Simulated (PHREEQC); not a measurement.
1 kg of water holding 130 mmol/kgw NaBr, 3.9 mmol/kgw NaCl and 17 mmol/kgw KCl is evaporated at 20 °C; the solids stay in contact with the brine. No CO2 enters from the air. Only these solids could form: Halite, Sylvite.

The numbers come from PHREEQC with the Pitzer model, pitzer.dat.

```csv
water left (kg),ionic strength,water activity,Na in solution (mol/kgw)
1,0.151,0.995,0.134
0.6755,0.223,0.993,0.198
0.5552,0.272,0.991,0.241
0.375,0.402,0.987,0.357
0.3082,0.490,0.984,0.434
0.2082,0.725,0.976,0.643
0.1711,0.882,0.971,0.782
0.1156,1.31,0.956,1.16
0.09502,1.59,0.946,1.41
0.06418,2.35,0.917,2.09
0.05275,2.86,0.896,2.54
0.03564,4.23,0.837,3.76
```
